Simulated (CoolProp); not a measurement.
Values from CoolProp's reference Helmholtz-energy equation of state, Lemmon 2006. It is a short technical equation, of lower accuracy than the large ones.

Question: For carbonyl sulfide, give the phase and the cv (kJ/(kg K)) at 153.75 °C and 0.247 MPa; 153.75 °C and 3.18 MPa.

Answer: 
- 153.75 °C and 0.247 MPa: gas; cv 0.642
- 153.75 °C and 3.18 MPa: gas; cv 0.669
